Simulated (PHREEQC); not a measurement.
Dissolve 0.023 mol/kgw KOH, 0.24 mol/kgw Al(NO3)3 and 0.0015 mol/kgw CuSO4 at 25 °C. Closed to the air; pH follows from the charge balance.

The numbers come from PHREEQC with the ion-association model, phreeqc.dat.

Question: The ionic strength comes out as 1.39 mol/kgw. What activity coefficients do NO3-, SO4-2, KSO4-, Al(OH)2+, Al+3 get?

Answer: NO3- 0.53, SO4-2 0.13, KSO4- 0.64, Al(OH)2+ 0.64, Al+3 0.062.

Precipitation was switched off in this run. Examples of supersaturated solids here: Al(OH)3(a), Gibbsite (slow to form). Others may be too. Ionic strength above about 0.7 mol/kgw puts this run outside the model's range.
